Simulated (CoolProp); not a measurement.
Vapour-liquid equilibrium of carbon dioxide (1) + R227EA (2) at 0.829 MPa; x and y are mole fractions of (1).

Values from CoolProp's multi-fluid Helmholtz-energy mixture model, Span 1996 and Lemmon 2016; pair parameters Bell 2016.

**Question.** Give the bubble temperature and the first vapour's composition at x = 0.125, 0.275, 0.8. Is there an azeotrope?

**Answer.** x = 0.125: 291.9 K, y = 0.554; x = 0.275: 268.6 K, y = 0.824; x = 0.8: 234.6 K, y = 0.987. No azeotrope shows between x = 0.05 and 0.95.

The pair parameters rest on a limited set of measurements; away from them the model extrapolates.
